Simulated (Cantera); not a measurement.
Charge: 1 mol Al2O3, 4.6 mol Cl2, 2.7 mol O2, equilibrated at 3.75 Torr.

Cantera equilibrium calculation (NASA polynomials, part measured and part estimated; ideal gas, pure solids and liquids). Candidate condensed phases: Al, AlCl3, Al2O3; 17 gas species. Rates play no part. All values below are at 1648 K.

Base state: Cl 0.648, O2 0.250, Cl2 0.100, AlCl3 0.000786, ClO 0.000474, O 0.000179 (mole fractions); condensed: Al2O3(s).

Task: What changes in the equilibrium state with this change: O2 from 2.7 to 1.5 mol?

Result: 
```csv
species,before,after
Cl,0.648,0.717
O2,0.250,0.158
Cl2,0.100,0.122
AlCl3,0.000786,0.00150
O,0.000179,0.000143
ClO,0.000474,0.000417
"Al2O3(s), mol",0.996,0.993
```
